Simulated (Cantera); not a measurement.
Cantera run, input and output.

```python
import numpy as np
import cantera as ct

gas = ct.Solution("gri30.yaml", transport_model="multicomponent")
show = ['CH4', 'NO', 'CO2']

rows = []
print(f"{'T/K':>7s}{'rho':>11s}{'cp':>10s}{'mu':>11s}{'lambda':>11s}{'Pr':>7s}" + "".join(f"{'D_' + s:>11s}" for s in show))
for T in [400, 650, 900, 1150, 1400, 1650, 1900, 2150, 2400]:
    gas.TPX = T, 500000, {'N2': 0.31, 'O2': 0.36}
    Pr = gas.cp_mass * gas.viscosity / gas.thermal_conductivity
    D = [gas.mix_diff_coeffs_mole[gas.species_index(s)] for s in show]
    rows.append([gas.density, gas.cp_mass, gas.viscosity, gas.thermal_conductivity, Pr, *D])
    print(f"{T:7g}{gas.density:11.4e}{gas.cp_mass:10.1f}{gas.viscosity:11.4e}"
          f"{gas.thermal_conductivity:11.4e}{Pr:7.3f}" + "".join(f"{d:11.4e}" for d in D))
print("SI units: kg/m3, J/kg/K, Pa s, W/m/K, m2/s")
```

It prints:

```
    T/K        rho        cp         mu     lambda     Pr      D_CH4       D_NO      D_CO2
    400 4.5335e+00     986.6 2.4115e-05 3.3425e-02  0.712 7.6030e-06 6.8694e-06 5.3722e-06
    650 2.7898e+00    1046.0 3.3786e-05 4.9822e-02  0.709 1.7556e-05 1.5722e-05 1.2619e-05
    900 2.0149e+00    1105.2 4.1949e-05 6.5411e-02  0.709 3.0414e-05 2.7145e-05 2.2015e-05
   1150 1.5769e+00    1145.9 4.9246e-05 7.9671e-02  0.708 4.5840e-05 4.0848e-05 3.3297e-05
   1400 1.2953e+00    1175.7 5.5961e-05 9.2935e-02  0.708 6.3618e-05 5.6641e-05 4.6297e-05
   1650 1.0990e+00    1199.4 6.2244e-05 1.0550e-01  0.708 8.3590e-05 7.4389e-05 6.0899e-05
   1900 9.5441e-01    1218.8 6.8191e-05 1.1749e-01  0.707 1.0564e-04 9.3983e-05 7.7013e-05
   2150 8.4344e-01    1235.3 7.3862e-05 1.2902e-01  0.707 1.2966e-04 1.1534e-04 9.4569e-05
   2400 7.5558e-01    1250.0 7.9301e-05 1.4020e-01  0.707 1.5558e-04 1.3838e-04 1.1351e-04
SI units: kg/m3, J/kg/K, Pa s, W/m/K, m2/s
```

Computed with Cantera and GRI-Mech 3.0 (53 species, 325 reactions).
